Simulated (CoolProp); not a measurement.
Vapour-liquid equilibrium of diethyl ether (1) + n-hexane (2) at 0.853 MPa; x and y are mole fractions of (1).

Model: multi-fluid Helmholtz-energy mixture model, Thol 2014 and Thol 2019; pair parameters Bell 2016, in CoolProp.

Give the bubble temperature and the first vapour's composition at x = 0.5, 0.725, 0.8. Is there an azeotrope?

x = 0.5: 128.7 °C, y = 0.665; x = 0.725: 120.5 °C, y = 0.836; x = 0.8: 118.1 °C, y = 0.885. No azeotrope shows between x = 0.05 and 0.95.

Pair parameters are fitted to limited data, so mixtures are less certain than the pure fluids.
